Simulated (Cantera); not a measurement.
Input: 1 mol PbF2, a varied amount of H2, held at 773.15 K and 1.00 bar.

Cantera equilibrium calculation (NASA polynomials, part measured and part estimated; ideal gas, pure solids and liquids). Candidate condensed phases: Pb, PbF2; 16 gas species. Rates play no part.

x: gas mole fraction; n: condensed amount in mol.

```
n(H2) (mol)   x H2    x HF   x H2F2   x PbF4    x PbF2     x Pb  n Pb(l)  n PbF2(s)
-----------  -----  ------  -------  -------  --------  -------  -------  ---------
1.5          0.557   0.443  2.18e-5  3.18e-7   3.45e-8  2.32e-8    0.426      0.574
2.4          0.557   0.443  2.18e-5  3.18e-7   3.45e-8  2.32e-8    0.682      0.318
3.9          0.592   0.408  1.85e-5      [?]   2.76e-8  2.32e-8    1.000          0
6.3          0.726   0.274  8.35e-6      [?]   1.01e-8  2.32e-8     1.00          0
10           0.818   0.182  3.68e-6      [?]   3.96e-9  2.32e-8     1.00          0
16           0.882   0.118  1.54e-6      [?]   1.54e-9  2.32e-8     1.00          0
26           0.926  0.0741  6.10e-7      [?]  5.81e-10  2.32e-8    1.000          0
42           0.953  0.0465  2.41e-7      [?]  2.23e-10  2.32e-8    1.000          0
67           0.971  0.0294  9.62e-8      [?]  8.74e-11  2.32e-8    1.000          0
```

Question: Some entries are withheld; supply them.

Answer: 
- 3.9, x PbF4: 2.04e-7
- 6.3, x PbF4: 2.75e-8
- 10, x PbF4: 4.20e-9
- 16, x PbF4: 6.33e-10
- 26, x PbF4: 9.03e-11
- 42, x PbF4: 1.32e-11
- 67, x PbF4: 2.04e-12
